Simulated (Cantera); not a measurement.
An adiabatic, constant-volume homogeneous reactor starts with CH₄ : H₂ : O₂ : N₂ : H₂O = 1 : 0.55 : 3.16 : 30.6 : 0.72 (molar parts), at 1573 K and 1.00 bar. Integrator tolerance rtol = 1e-08.

Model: GRI-Mech 3.0 (53 species, 325 reactions), integrated in Cantera.

What does this change do: initial temperature 1573 to 1448 K?


```tsv
quantity	before	after
time of steepest temperature rise	0.279 ms	0.601 ms
temperature at 7.00 s	2369 K	2280 K
equilibrium temperature	2369 K	2280 K
x(CH₄) at 7.00 s	<1e-12 (gas-phase equilibrium <1e-12)	<1e-12 (gas-phase equilibrium <1e-12)
x(H₂) at 7.00 s	0.00147 (gas-phase equilibrium 0.00147)	0.000882 (gas-phase equilibrium 0.000882)
x(O₂) at 7.00 s	0.0221 (gas-phase equilibrium 0.0221)	0.0223 (gas-phase equilibrium 0.0223)
x(HO₂) at 7.00 s	1.91e-6 (gas-phase equilibrium 1.91e-6)	1.50e-6 (gas-phase equilibrium 1.50e-6)
x(CO₂) at 7.00 s	0.0254 (gas-phase equilibrium 0.0254)	0.0264 (gas-phase equilibrium 0.0264)
x(NO) at 7.00 s	0.00610 (gas-phase equilibrium 0.00610)	0.00511 (gas-phase equilibrium 0.00511)
x(CH₃) at 7.00 s	<1e-12 (gas-phase equilibrium <1e-12)	<1e-12 (gas-phase equilibrium <1e-12)
```

What does this change do: initial temperature 1573 to 1823 K?


```csv
quantity,before,after
time of steepest temperature rise,0.279 ms,80.2 µs
temperature at 7.00 s,2369 K,2526 K
equilibrium temperature,2369 K,2526 K
x(CH₄) at 7.00 s,<1e-12 (gas-phase equilibrium <1e-12),<1e-12 (gas-phase equilibrium <1e-12)
x(H₂) at 7.00 s,0.00147 (gas-phase equilibrium 0.00147),0.00322 (gas-phase equilibrium 0.00322)
x(O₂) at 7.00 s,0.0221 (gas-phase equilibrium 0.0221),0.0222 (gas-phase equilibrium 0.0222)
x(HO₂) at 7.00 s,1.91e-6 (gas-phase equilibrium 1.91e-6),2.80e-6 (gas-phase equilibrium 2.80e-6)
x(CO₂) at 7.00 s,0.0254 (gas-phase equilibrium 0.0254),0.0223 (gas-phase equilibrium 0.0223)
x(NO) at 7.00 s,0.00610 (gas-phase equilibrium 0.00610),0.00813 (gas-phase equilibrium 0.00813)
x(CH₃) at 7.00 s,<1e-12 (gas-phase equilibrium <1e-12),<1e-12 (gas-phase equilibrium <1e-12)
```
